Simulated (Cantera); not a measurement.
## Stirred combustor or abatement burner

A perfectly stirred reactor is fed with 14.7 % H2, 17.9 % O2, 67.4 % N2, equivalence ratio 0.41, at 1730 Torr; it is adiabatic with a 473 K inlet, and is followed from long to short residence time, starting on the burning branch (τ in s: 0.27, 0.1, 0.041, 0.016, 0.0063, 0.0025, 0.00097, 0.00038, 0.00015, 5.8e-05, 2.3e-05, 9e-06).

Cantera simulation using the H2/O2 subset of GRI-Mech 3.0, which has no nitrogen chemistry; the numbers are that mechanism's predictions, not measurements. The hydrogen kinetics of GRI-Mech 3.0 are dated; newer H2 mechanisms differ, most at raised pressure.

| τ (s) | T (K) | x H2 | x O2 | x HO2 | x H2O2 | x H |
|---|---|---|---|---|---|---|
| 0.27 | 1597 | 3.35e-5 | 0.114 | 1.32e-6 | 1.10e-7 | 9.18e-7 |
| 0.10 | 1596 | 6.48e-5 | 0.114 | 2.39e-6 | 1.75e-7 | 2.38e-6 |
| 0.041 | 1594 | 0.000117 | 0.114 | 4.17e-6 | 2.65e-7 | 5.71e-6 |
| 0.016 | 1592 | 0.000219 | 0.114 | 7.49e-6 | 4.05e-7 | 1.46e-5 |
| 0.0063 | 1589 | 0.000406 | 0.114 | 1.32e-5 | 6.07e-7 | 3.69e-5 |
| 0.0025 | 1583 | 0.000747 | 0.114 | 2.26e-5 | 8.96e-7 | 9.24e-5 |
| 0.00097 | 1572 | 0.00139 | 0.114 | 3.74e-5 | 1.33e-6 | 0.000234 |
| 0.00038 | 1554 | 0.00258 | 0.114 | 5.85e-5 | 1.99e-6 | 0.000573 |
| 0.00015 | 1522 | 0.00481 | 0.114 | 8.57e-5 | 3.09e-6 | 0.00134 |
| 5.8e-5 | 1463 | 0.00959 | 0.116 | 0.000121 | 5.36e-6 | 0.00294 |
| 2.3e-5 | 1341 | 0.0240 | 0.122 | 0.000175 | 1.15e-5 | 0.00511 |
| 9.0e-6 | 473 | 0.147 | 0.179 | <1e-12 | <1e-12 | <1e-12 |
x: mole fraction; the columns are a selection and need not sum to one.
